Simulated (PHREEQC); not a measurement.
Solution (10 °C): 26 mmol/kgw FeCl3 and 4.9 mmol/kgw MgCl2. Closed to the air; pH follows from the charge balance.

Equilibrium calculation in PHREEQC: ion-association model, phreeqc.dat.

| quantity | before | after |
|---|---|---|
| pH | 2.20 | 2.69 |
| ionic strength (mol/kgw) | 0.143 | 0.108 |
| Cl- (mol/kgw) | 0.0797 | 0.00963 |

Problem. Which change was made?
(A) MgCl2 from 0.0049 to 0.049 mol/kgw
(B) FeCl3 replaced by Fe2(SO4)3 at the same molality
(C) temperature from 10 to 15 °C
(D) temperature from 10 to 55 °C
(E) FeCl3 replaced by MnCl2 at the same molality

Solution. B, FeCl3 replaced by Fe2(SO4)3 at the same molality

Precipitation was switched off in this run. Some of these states are supersaturated (in Hematite (slow to form), Goethite (slow to form), for instance). Away from 25 °C the constants follow the database's enthalpies or fits; those with neither stay at their 25 °C values.
